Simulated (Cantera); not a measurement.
Input: 1 mol B2O3, 1.3 mol Cl2, 0.57 mol O2, 2.7 mol F2, held at 1475 °C and 0.000140 bar.

These are equilibrium values from Cantera (NASA tables, ideal gas, pure condensed phases), not measurements of a reactor. Candidate condensed phases: B, B2O3; 32 gas species. Kinetics and transport are ignored.

Base state: Cl 0.395, O2 0.289, BF3 0.255, BOF 0.0498, F 0.00823, O 0.00333, Cl2 0.000362, BOF2 6.54e-5 (mole fractions); condensed: gas only.

Q: What changes in the equilibrium state with this change: temperature from 1475 °C to 925 °C?

A: 
```csv
species,before,after
O2,0.289,0.340
BF3,0.255,0.301
Cl,0.395,0.153
Cl2,0.000362,0.153
BOF,0.0498,0.0529
F,0.00823,1.38e-7
B3O3F3,<1e-9,4.78e-5
O,0.00333,1.19e-6
ClF,1.47e-5,3.48e-7
BOF2,6.54e-5,2.66e-5
```

Q: What changes in the equilibrium state with this change: temperature from 1475 °C to 1000 °C?

A: 
```
species    before    after
-------  --------  -------
O2          0.289    0.322
BF3         0.255    0.285
Cl          0.395    0.250
Cl2      0.000362   0.0929
BOF        0.0498   0.0503
F         0.00823  1.07e-6
O         0.00333  5.16e-6
ClF       1.47e-5  9.63e-7
```
